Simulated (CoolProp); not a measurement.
Vapour-liquid equilibrium of trans-2-butene (1) + methanol (2) at 1.2 MPa; x and y are mole fractions of (1).

Computed with CoolProp (multi-fluid Helmholtz-energy mixture model, Lemmon 2005 and de Reuck 1993; pair parameters Bell 2016).

```tsv
x	bubble temperature (°C)	y at the bubble point	dew temperature at overall composition x (°C)	liquid density (mol/L)
0.05	127.5	0.336	141.6	19.90
0.15	103.3	0.673	137.0	18.59
0.25	93.0	0.767	132.1	17.01
0.35	90.0	0.790	126.7	15.43
0.45	89.6	0.794	120.6	13.98
0.55	89.4	0.795	113.7	12.72
0.65	89.0	0.803	105.4	11.64
0.75	88.2	0.822	95.0	10.75
0.85	87.5	0.863	87.6	10.01
0.95	87.8	0.939	87.9	9.384
```

y crosses x between x = 0.85 and 0.95: the model has an azeotrope there.

Pair parameters are fitted to limited data, so mixtures are less certain than the pure fluids. With so large a gap from Raoult's law the liquid may split in two, which this calculation doesn't test in full.
